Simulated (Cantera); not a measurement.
What does this Cantera script print?

```python
import numpy as np
import cantera as ct

gas_names = """
    C CH CH2 CH3 CH2OH CH3O CH4 CH3OH CN CO CO2 COOH C2 C2H CHCO,ketyl C2H2,acetylene C2H2,vinylidene
    CH2CO,ketene C2H3,vinyl CH3CN CH3CO,acetyl C2H4 C2H4O,ethylen CH3CHO,ethanal CH3COOH (HCOOH)2 C2H5
    C2H6 CH3OCH3 C2H5OH CCN CNC C2N2 C2O C3 C3H3,propargyl C3H4,allene C3H4,propyne C3H4,cyclo-
    C3H5,allyl C3H6,propylene C3H6,cyclo- C3H6O C3H7,n-propyl C3H7,i-propyl C3H8 C3H8O,1propanol
    C3H8O,2propanol C3O2 C4 C4H2 C4H4,1,3-cyclo- C4H6,butadiene C4H6,2-butyne C4H6,cyclo- C4H8,1-butene
    C4H8,cis2-buten C4H8,tr2-butene C4H8,isobutene C4H8,cyclo- (CH3COOH)2 C4H9,n-butyl C4H9,i-butyl
    C4H9,s-butyl C4H9,t-butyl C4H10,isobutane C4H10,n-butane C4N2 C5 C5H6,1,3cyclo- C5H8,cyclo-
    C5H10,1-pentene C5H10,cyclo- C5H11,pentyl C5H11,t-pentyl C5H12,n-pentane C5H12,i-pentane
    CH3C(CH3)2CH3 C6H2 C6H5,phenyl C6H5O,phenoxy C6H6 C6H5OH,phenol C6H10,cyclo- C6H12,1-hexene
    C6H12,cyclo- C6H13,n-hexyl C7H7,benzyl C7H8 C7H8O,cresol C7H14,1-heptene C7H15,n-heptyl
    C7H16,n-heptane C8H8,styrene C8H10,ethylbenz C8H16,1-octene C8H17,n-octyl C8H18,isooctane
    C8H18,n-octane C9H19,n-nonyl C10H8,naphthale C10H21,n-decyl C12H9,o-bipheny C12H10,bipheny H HCN HCO
    HCCN HNC HNCO HNO HNO2 HNO3 HO2 H2 HCHO,formaldehy HCOOH H2O H2O2 N NCO NH NH2 NH3 NH2OH NO NO2 NO3
    N2 N2H2 N2H4 N2O O OH O2 O3
""".split()
cond_names = """
    C(gr) C6H6(L) C7H8(L) C8H18(L),n-octa H2O(s) H2O(L)
""".split()


def load(file, names, dense=False):
    # The tables refer to 1 bar. Condensed volumes are neglected.
    table = {s.name: s for s in ct.Species.list_from_file(file)}
    out = []
    for n in names:
        d = dict(table[n].input_data)
        d["thermo"] = dict(d["thermo"], **{"reference-pressure": 1e5})
        if dense:
            d["equation-of-state"] = {"model": "constant-volume", "density": "1e6 g/cm^3"}
        out.append(ct.Species.from_dict(d))
    return out


gas = ct.Solution(thermo="ideal-gas", species=load("nasa_gas.yaml", gas_names))
cond = {s.name: ct.Solution(thermo="fixed-stoichiometry", species=[s], name=s.name)
        for s in load("nasa_condensed.yaml", cond_names, dense=True)}
atoms = {
    'toluene': {'C': 7, 'H': 8},
    'CO2': {'C': 1, 'O': 2},
    'N2': {'N': 2},
    'H2O': {'H': 2, 'O': 1},
}
top_T = {'C(gr)': 4500}  # K; cautious upper limits of use, not melting points


def equilibrate(T, P, feed):
    n = {}
    for name, mol in feed.items():
        for a, k in atoms[name].items():
            n[a] = n.get(a, 0.0) + k * mol
    gas.TPX = T, P, n
    mass = sum(n.values()) * gas.mean_molecular_weight
    gas.equilibrate("TP")
    valid = [c for c in cond.values() if c.min_temp <= T <= top_T.get(c.name, c.max_temp)]
    mix = ct.Mixture([(gas, mass / gas.mean_molecular_weight)] + [(c, 0.0) for c in valid])
    mix.T, mix.P = T, P
    mix.equilibrate("TP", solver="vcs", rtol=1e-11, max_steps=5000)
    return mix


results = []
feed = {'toluene': 1, 'CO2': 0.11, 'N2': 1.5, 'H2O': 1.8}  # mol
P = 8500  # Pa
for T in [925, 975, 1025, 1075, 1125, 1175, 1225, 1275, 1325, 1375, 1425, 1475, 1525, 1575]:
    mix = equilibrate(T, P, feed)
    results.append((T, P, feed, dict(zip(mix.species_names, mix.species_moles))))
    x = sorted(zip(gas.X, gas.species_names), reverse=True)
    print(f"T = {T:g} K  P = {P:g} Pa  gas = {mix.phase_moles(0):.4g} mol")
    print("   x: " + "  ".join(f"{s} {v:.3e}" for v, s in x if v > 1e-06))
    print("   condensed (mol): " + ("  ".join(f"{mix.phase(i).name} {mix.phase_moles(i):.4g}"
          for i in range(1, mix.n_phases) if mix.phase_moles(i) > 1e-12) or "none"))
```

Output:

```
T = 925 K  P = 8500 Pa  gas = 9.038 mol
   x: H2 6.125e-01  CO 1.903e-01  N2 1.660e-01  H2O 1.473e-02  CO2 9.251e-03  CH4 7.236e-03  NH3 1.651e-05
   condensed (mol): C(gr) 5.241
T = 975 K  P = 8500 Pa  gas = 9.191 mol
   x: H2 6.164e-01  CO 2.063e-01  N2 1.632e-01  H2O 6.497e-03  CH4 4.058e-03  CO2 3.476e-03  NH3 1.147e-05  HCN 1.091e-06
   condensed (mol): C(gr) 5.144
T = 1025 K  P = 8500 Pa  gas = 9.258 mol
   x: H2 6.187e-01  CO 2.126e-01  N2 1.620e-01  H2O 2.966e-03  CH4 2.392e-03  CO2 1.321e-03  NH3 8.244e-06  HCN 2.428e-06
   condensed (mol): C(gr) 5.108
T = 1075 K  P = 8500 Pa  gas = 9.288 mol
   x: H2 6.201e-01  CO 2.150e-01  N2 1.615e-01  CH4 1.474e-03  H2O 1.432e-03  CO2 5.339e-04  NH3 6.104e-06  HCN 5.016e-06
   condensed (mol): C(gr) 5.095
T = 1125 K  P = 8500 Pa  gas = 9.302 mol
   x: H2 6.209e-01  CO 2.160e-01  N2 1.612e-01  CH4 9.454e-04  H2O 7.329e-04  CO2 2.318e-04  HCN 9.713e-06  NH3 4.635e-06
   condensed (mol): C(gr) 5.09
T = 1175 K  P = 8500 Pa  gas = 9.309 mol
   x: H2 6.214e-01  CO 2.164e-01  N2 1.611e-01  CH4 6.285e-04  H2O 3.961e-04  CO2 1.078e-04  HCN 1.777e-05  NH3 3.599e-06
   condensed (mol): C(gr) 5.089
T = 1225 K  P = 8500 Pa  gas = 9.313 mol
   x: H2 6.217e-01  CO 2.166e-01  N2 1.610e-01  CH4 4.313e-04  H2O 2.250e-04  CO2 5.338e-05  HCN 3.093e-05  NH3 2.850e-06
   condensed (mol): C(gr) 5.088
T = 1275 K  P = 8500 Pa  gas = 9.316 mol
   x: H2 6.218e-01  CO 2.167e-01  N2 1.610e-01  CH4 3.046e-04  H2O 1.335e-04  HCN 5.152e-05  CO2 2.797e-05  NH3 2.297e-06  H 1.994e-06
   condensed (mol): C(gr) 5.088
T = 1325 K  P = 8500 Pa  gas = 9.317 mol
   x: H2 6.219e-01  CO 2.167e-01  N2 1.610e-01  CH4 2.207e-04  HCN 8.253e-05  H2O 8.243e-05  CO2 1.541e-05  H 4.424e-06  NH3 1.881e-06
   condensed (mol): C(gr) 5.088
T = 1375 K  P = 8500 Pa  gas = 9.318 mol
   x: H2 6.220e-01  CO 2.167e-01  N2 1.609e-01  CH4 1.637e-04  HCN 1.277e-04  H2O 5.272e-05  H 9.269e-06  CO2 8.884e-06  NH3 1.562e-06  HNC 1.385e-06  C2H2,acetylene 1.106e-06
   condensed (mol): C(gr) 5.088
T = 1425 K  P = 8500 Pa  gas = 9.319 mol
   x: H2 6.220e-01  CO 2.167e-01  N2 1.609e-01  HCN 1.916e-04  CH4 1.239e-04  H2O 3.481e-05  H 1.845e-05  CO2 5.332e-06  HNC 2.503e-06  C2H2,acetylene 2.193e-06  NH3 1.314e-06
   condensed (mol): C(gr) 5.087
T = 1475 K  P = 8500 Pa  gas = 9.319 mol
   x: H2 6.220e-01  CO 2.167e-01  N2 1.608e-01  HCN 2.795e-04  CH4 9.559e-05  H 3.508e-05  H2O 2.364e-05  HNC 4.344e-06  C2H2,acetylene 4.148e-06  CO2 3.318e-06  NH3 1.118e-06
   condensed (mol): C(gr) 5.087
T = 1525 K  P = 8500 Pa  gas = 9.319 mol
   x: H2 6.219e-01  CO 2.167e-01  N2 1.608e-01  HCN 3.976e-04  CH4 7.501e-05  H 6.399e-05  H2O 1.648e-05  C2H2,acetylene 7.520e-06  HNC 7.268e-06  CO2 2.133e-06
   condensed (mol): C(gr) 5.086
T = 1575 K  P = 8500 Pa  gas = 9.32 mol
   x: H2 6.218e-01  CO 2.167e-01  N2 1.607e-01  HCN 5.528e-04  H 1.124e-04  CH4 5.977e-05  C2H2,acetylene 1.312e-05  HNC 1.176e-05  H2O 1.176e-05  CO2 1.412e-06
   condensed (mol): C(gr) 5.084
```

These are equilibrium values from Cantera (NASA tables, ideal gas, pure condensed phases), not measurements of a reactor.
